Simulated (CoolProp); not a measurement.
The fluid at 325.08 K and 1.08 MPa flows at 5.8 m/s in a round tube of 25 mm bore and 15 µm roughness, fully developed (64/Re and Nu = 3.66 if laminar; Colebrook and Gnielinski if turbulent). The same conditions are run with several fluids, on thermodynamics alone (safety and materials aside).

Values from CoolProp's reference Helmholtz-energy equation of state of each fluid (C2F6 (R116): Lemmon 2006; R125: Lemmon 2005; R22: Kamei 1995; CF4 (R14): Platzer 1990; dry air: Lemmon 2000). The equations of Platzer and Polt are older, rougher fits. Blends and air are pseudo-pure fits.

```
fluid        Reynolds number  Darcy friction factor  pressure drop (Pa/m)  heat-transfer coefficient (W/(m² K))  mass flow (kg/h)
-----------  ---------------  ---------------------  --------------------  ------------------------------------  ----------------
C2F6 (R116)              [?]                 0.0182                   [?]                                   [?]               619
R125                  556000                 0.0182                   675                                   735               566
R22                   379000                 0.0185                   493                                   451               406
CF4 (R14)             276000                 0.0189                   459                                   [?]               371
dry air                84600                 0.0212                   165                                   207               119
```

Q: What belongs in the gaps?

A: 
- C2F6 (R116), Reynolds number: 557000
- C2F6 (R116), pressure drop (Pa/m): 739
- C2F6 (R116), heat-transfer coefficient (W/(m² K)): 751
- CF4 (R14), heat-transfer coefficient (W/(m² K)): 411

Transport values come from each fluid's own correlations; those of C2F6 (R116), R22, CF4 (R14) are estimates that may be off by 10 % or more.
